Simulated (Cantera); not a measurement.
A closed system holds: 1 mol Ta(OEt)5, 2 mol O2, 230 mol H2, held at 1900 °C and 2.60 Pa.

Method: chemical equilibrium by Gibbs-energy minimisation in Cantera with the NASA 1993 tables (ideal gas, pure condensed phases). Candidate condensed phases: C, C6H6, C7H8, C8H18, H2O, Ta, TaC, Ta2O5; 113 gas species. The feed counts by its element totals alone. TaC: taken at fixed stoichiometry. Condensed phases not in the tables: Ta2C. The numbers say what is thermodynamically allowed, not how fast it happens.

Base state: H 0.589, H2 0.386, CO 0.0253 (mole fractions); condensed: TaC(s).

Question: What changes in the equilibrium state with this change: O2 from 2 to 0.53 mol?

Answer: 
```csv
species,before,after
H,0.589,0.592
H2,0.386,0.390
CO,0.0253,0.0172
C2H2 (acetylene),8.84e-9,0.000862
C3,<1e-9,5.36e-5
C2H,<1e-9,4.20e-5
"TaC(s), mol",1.000,1.00
"C(graphite), mol",0,2.23
```

Question: What changes in the equilibrium state with this change: temperature from 1900 °C to 527 °C?

Answer: 
| species | before | after |
|---|---|---|
| H2 | 0.386 | 0.974 |
| CO | 0.0253 | 0.0261 |
| CH4 | <1e-9 | 3.31e-5 |
| H | 0.589 | <1e-9 |
| H2O | 4.91e-9 | 1.55e-5 |
| TaC(s), mol | 1.000 | 0 |
| C(graphite), mol | 0 | 3.50 |
| Ta2O5(s), mol | 0 | 0.500 |
